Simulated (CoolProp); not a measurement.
A single-stage vapour-compression cycle with R410A: evaporating at 213.15 K (dew point), condensing at 254.15 K (bubble point), superheat 5 K, subcooling 0 K, compressor efficiency 0.7, no pressure losses. Each further row changes one setting.

Computed with CoolProp (reference Helmholtz-energy equation of state, Lemmon 2003). It is a pseudo-pure fit of the blend.

```
case                              cooling COP  pressure ratio  discharge temperature (K)  refrigerating effect (kJ/kg)  volumetric capacity (kJ/m³)
--------------------------------  -----------  --------------  -------------------------  ----------------------------  ---------------------------
as stated                                3.03            6.50                      319.5                           227                          598
evaporating temperature 218.15 K         3.61            4.96                      310.0                           229                          781
condensing temperature 249.15 K             …            5.37                      308.7                           234                          617
subcooling 5 K                           3.12            6.50                      319.5                           234                          617
superheat 15 K                              …            6.50                          …                           234                            …
compressor efficiency 0.6                2.60            6.50                          …                           227                          598
```

Q: What belongs in the gaps?

A: 
- condensing temperature 249.15 K, cooling COP: 3.53
- superheat 15 K, cooling COP: 2.98
- superheat 15 K, discharge temperature (K): 332.1
- superheat 15 K, volumetric capacity (kJ/m³): 587
- compressor efficiency 0.6, discharge temperature (K): 333.4
